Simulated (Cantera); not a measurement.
Predominance diagram of Li at 1375 K against the partial pressures of O2 and Cl2 (log10, bar). Standard-state values (1 bar) from the NASA 1993 polynomials, evaluated with Cantera. Candidates: Li(l), LiCl(l), Li2O(s). Only these pure phases compete in this equilibrium. Not in the tables: the peroxide.

```
log p(Cl2) \ log p(O2)
        columns: -33, -31.4, -29.7, -28, -26.4, -24.8, -23.1, -21.5, -19.8, -18.2, -16.5, -14.8, -13.2, -11.6, -9.9, -8.2, -6.6, -5, -3.3, -1.7, 0
      1  A A A A A A A A A A A A A A A A A A A A A
   -0.9  A A A A A A A A A A A A A A A A A A A A A
   -2.9  A A A A A A A A A A A A A A A A A A A A A
   -4.8  A A A A A A A A A A A A A A A A A A A A A
   -6.7  A A A A A A A A A A A A A A A A A A A A A
   -8.6  A A A A A A A A A A A A A A A A A A A A B
  -10.6  A A A A A A A A A A A A A A A A A B B B B
  -12.5  A A A A A A A A A A A A A A A B B B B B B
  -14.4  A A A A A A A A A A A A B B B B B B B B B
  -16.4  A A A A A A A A A A B B B B B B B B B B B
  -18.3  A A A A A A A A B B B B B B B B B B B B B
  -20.2  A A A A A B B B B B B B B B B B B B B B B
  -22.1  A A A B B B B B B B B B B B B B B B B B B
  -24.1  C B B B B B B B B B B B B B B B B B B B B
    -26  C B B B B B B B B B B B B B B B B B B B B
```

A: LiCl(l); B: Li2O(s); C: Li(l).
